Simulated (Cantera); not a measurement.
**acetone + O₂ + H₂ (carbon deposition, reforming and gasification)**

A closed system holds: 1 mol acetone, 0.15 mol O₂, 5.4 mol H₂, held at 1330 Pa.

Method: chemical equilibrium by Gibbs-energy minimisation in Cantera with the NASA 1993 tables (ideal gas, pure condensed phases). Candidate condensed phases: C, C₆H₆, C₇H₈, C₈H₁₈, H₂O; 110 gas species. The feed counts by its element totals alone. Equilibrium is a limit: real reactors are often held back by kinetics, nucleation or transport.

```tsv
T (K)	x H₂	x H	x CO	x C₃	x C₂H₂ (acetylene)	x C₂H	n C(graphite)
2173	0.829	0.0380	0.131	1.04e-7	0.00183	2.69e-6	1.66
2273	0.802	0.0652	0.130	7.57e-7	0.00302	1.04e-5	1.64
2373	0.763	0.106	0.127	4.63e-6	0.00469	3.51e-5	1.60
2473	0.707	0.162	0.123	2.44e-5	0.00682	0.000106	1.55
2573	0.635	0.237	0.118	0.000112	0.00926	0.000289	1.48
2673	0.547	0.328	0.112	0.000460	0.0117	0.000709	1.39
2773	0.447	0.430	0.105	0.00169	0.0136	0.00158	1.24
2873	0.344	0.534	0.0970	0.00568	0.0145	0.00321	0.946
2973	0.245	0.623	0.0889	0.0175	0.0141	0.00592	0.204
```
x: gas mole fraction; n: condensed amount in mol.

From 2173 K to 2973 K the condensed part is C(graphite). The main C-bearing gas is CO throughout. The share of C in condensed phases is highest at 2173 K (55.5 %) and lowest at 2973 K (6.8 %).
